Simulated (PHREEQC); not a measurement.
Synthetic water in mg/kgw, 15 °C, pH 4.05, pe 10.1:

```json
[
 {"constituent": "Na", "mg/kgw": "24.8"},
 {"constituent": "K", "mg/kgw": "0.612"},
 {"constituent": "Ca", "mg/kgw": "40.5"},
 {"constituent": "Mg", "mg/kgw": "24.3"},
 {"constituent": "Cl", "mg/kgw": "12.8"},
 {"constituent": "S(6) as SO4", "mg/kgw": "237"},
 {"constituent": "Al", "mg/kgw": "0.0553"}
]
```

Valence states are taken as typed.

All values are PHREEQC results (ion-association model, phreeqc.dat), not measurements.

Each row changes one thing in this solution. Precipitation was switched off in this run.

```csv
case,ionic strength (mol/kgw),SO4-2 (mol/kgw),Ca+2 (mol/kgw),Mg+2 (mol/kgw),MgSO4 (mol/kgw),CaSO4 (mol/kgw),SI of Gypsum (CaSO4:2H2O),SI of Gibbsite (Al(OH)3)
as made,0.00849,0.00215,0.000865,0.000844,0.000156,0.000146,-1.47,-3.07
K from 0.612 to 0.306 mg/kgw,0.00849,0.00215,0.000865,0.000844,0.000156,0.000146,-1.47,-3.07
Al from 0.0553 to 0.166 mg/kgw,0.00850,0.00214,0.000865,0.000844,0.000156,0.000146,-1.47,-2.59
all concentrations times 3 at the same typed pH,0.0230,0.00583,0.00232,0.00223,0.000769,0.000724,-0.77,-2.92
```
